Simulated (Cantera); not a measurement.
What does this Cantera script print?

```python
import numpy as np
import cantera as ct

gas_names = """
    C CH CH2 CH3 CH2OH CH3O CH4 CH3OH CN CO CO2 COOH C2 C2H CHCO,ketyl C2H2,acetylene C2H2,vinylidene
    CH2CO,ketene C2H3,vinyl CH3CN CH3CO,acetyl C2H4 C2H4O,ethylen CH3CHO,ethanal CH3COOH (HCOOH)2 C2H5
    C2H6 CH3OCH3 C2H5OH CCN CNC C2N2 C2O C3 C3H3,propargyl C3H4,allene C3H4,propyne C3H4,cyclo-
    C3H5,allyl C3H6,propylene C3H6,cyclo- C3H6O C3H7,n-propyl C3H7,i-propyl C3H8 C3H8O,1propanol
    C3H8O,2propanol C3O2 C4 C4H2 C4H4,1,3-cyclo- C4H6,butadiene C4H6,2-butyne C4H6,cyclo- C4H8,1-butene
    C4H8,cis2-buten C4H8,tr2-butene C4H8,isobutene C4H8,cyclo- (CH3COOH)2 C4H9,n-butyl C4H9,i-butyl
    C4H9,s-butyl C4H9,t-butyl C4H10,isobutane C4H10,n-butane C4N2 C5 C5H6,1,3cyclo- C5H8,cyclo-
    C5H10,1-pentene C5H10,cyclo- C5H11,pentyl C5H11,t-pentyl C5H12,n-pentane C5H12,i-pentane
    CH3C(CH3)2CH3 C6H2 C6H5,phenyl C6H5O,phenoxy C6H6 C6H5OH,phenol C6H10,cyclo- C6H12,1-hexene
    C6H12,cyclo- C6H13,n-hexyl C7H7,benzyl C7H8 C7H8O,cresol C7H14,1-heptene C7H15,n-heptyl
    C7H16,n-heptane C8H8,styrene C8H10,ethylbenz C8H16,1-octene C8H17,n-octyl C8H18,isooctane
    C8H18,n-octane C9H19,n-nonyl C10H8,naphthale C10H21,n-decyl C12H9,o-bipheny C12H10,bipheny H HCN HCO
    HCCN HNC HNCO HNO HNO2 HNO3 HO2 H2 HCHO,formaldehy HCOOH H2O H2O2 N NCO NH NH2 NH3 NH2OH NO NO2 NO3
    N2 N2H2 N2H4 N2O O OH O2 O3 Si SiC SiC2 SiC4H12 SiH SiH2 SiH3 SiH4 SiN SiO SiO2 Si2 Si2C Si2N Si3
""".split()
cond_names = """
    C(gr) C6H6(L) C7H8(L) C8H18(L),n-octa H2O(s) H2O(L) Si(cr) Si(L) SiC(b) SiO2(Lqz) SiO2(hqz) SiO2(L)
    Si2N2O(s) Si3N4(a)
""".split()


def load(file, names, dense=False):
    # The tables refer to 1 bar. Condensed volumes are neglected.
    table = {s.name: s for s in ct.Species.list_from_file(file)}
    out = []
    for n in names:
        d = dict(table[n].input_data)
        d["thermo"] = dict(d["thermo"], **{"reference-pressure": 1e5})
        if dense:
            d["equation-of-state"] = {"model": "constant-volume", "density": "1e6 g/cm^3"}
        out.append(ct.Species.from_dict(d))
    return out


gas = ct.Solution(thermo="ideal-gas", species=load("nasa_gas.yaml", gas_names))
cond = {s.name: ct.Solution(thermo="fixed-stoichiometry", species=[s], name=s.name)
        for s in load("nasa_condensed.yaml", cond_names, dense=True)}
atoms = {
    'TEOS': {'Si': 1, 'C': 8, 'H': 20, 'O': 4},
    'NO': {'N': 1, 'O': 1},
    'H2': {'H': 2},
}
top_T = {'C(gr)': 4500, 'SiC(b)': 3050, 'Si2N2O(s)': 2100, 'Si3N4(a)': 2400}  # K; cautious upper limits of use, not melting points


def equilibrate(T, P, feed):
    n = {}
    for name, mol in feed.items():
        for a, k in atoms[name].items():
            n[a] = n.get(a, 0.0) + k * mol
    gas.TPX = T, P, n
    mass = sum(n.values()) * gas.mean_molecular_weight
    gas.equilibrate("TP")
    valid = [c for c in cond.values() if c.min_temp <= T <= top_T.get(c.name, c.max_temp)]
    mix = ct.Mixture([(gas, mass / gas.mean_molecular_weight)] + [(c, 0.0) for c in valid])
    mix.T, mix.P = T, P
    mix.equilibrate("TP", solver="vcs", rtol=1e-11, max_steps=5000)
    return mix


results = []
feed = {'TEOS': 1, 'NO': 2.7, 'H2': 16}  # mol
P = 1100  # Pa
for T in [975, 1025, 1075, 1125, 1175, 1225, 1275, 1325, 1375, 1425, 1475, 1525, 1575]:
    mix = equilibrate(T, P, feed)
    results.append((T, P, feed, dict(zip(mix.species_names, mix.species_moles))))

top = {s: max(r[3][s] / sum(r[3][g] for g in gas_names) for r in results) for s in gas_names}
cols = sorted((s for s in top if top[s] > 1e-05), key=lambda s: -top[s])[:6]
seen = [c for c in cond_names if any(r[3].get(c, 0) > 1e-12 for r in results)]
print("log10 of partial pressures in bar; condensed amounts in mol")
print(f"{'T/K':>10s}" + "".join(f"{s[:9]:>10s}" for s in cols + seen))
for T, P, feed, n in results:
    ng = sum(n[g] for g in gas_names)
    print(f"{T:10.4g}" + "".join(f"{np.log10(max(n[s] / ng * P / 1e5, 1e-99)):10.3f}" for s in cols)
          + "".join(f"{n.get(c, 0):10.4g}" for c in seen))
```

Output:

```
log10 of partial pressures in bar; condensed amounts in mol
       T/K        H2        CO        N2       CH4       H2O       SiO     C(gr)    SiC(b) SiO2(hqz) Si2N2O(s)
       975    -2.050    -2.795    -3.333    -5.001    -5.066   -16.018     3.303         0         1         0
      1025    -2.050    -2.793    -3.334    -5.233    -5.419   -14.222     3.297         0         1         0
      1075    -2.050    -2.793    -3.334    -5.445    -5.741   -12.595     3.296         0         1         0
      1125    -2.050    -2.793    -3.334    -5.639    -6.034   -11.114     3.296         0         1         0
      1175    -2.050    -2.792    -3.334    -5.817    -6.302    -9.762     3.297         0         1         0
      1225    -2.050    -2.792    -3.334    -5.981    -6.548    -8.522     3.297         0         1         0
      1275    -2.063    -2.685    -3.549    -6.159    -6.682    -7.602     1.798         0         0       0.5
      1325    -2.063    -2.685    -3.549    -6.299    -6.891    -6.958     1.798         0         0    0.4998
      1375    -2.063    -2.685    -3.549    -6.429    -7.085    -6.361     1.798         0         0    0.4993
      1425    -2.063    -2.686    -3.548    -6.550    -7.266    -5.807     1.799         0         0    0.4977
      1475    -2.076    -2.665    -3.361    -6.688    -7.427    -5.419    0.3174    0.9882         0         0
      1525    -2.076    -2.666    -3.362    -6.794    -7.584    -5.329    0.3204    0.9855         0         0
      1575    -2.076    -2.666    -3.362    -6.892    -7.731    -5.244    0.3233    0.9823         0         0
```

Method: chemical equilibrium by Gibbs-energy minimisation in Cantera with the NASA 1993 tables (ideal gas, pure condensed phases). The feed counts by its element totals alone. The tables hold silica as quartz up to 1696 K and as liquid above; real silica turns to tridymite and cristobalite and melts near 1996 K.
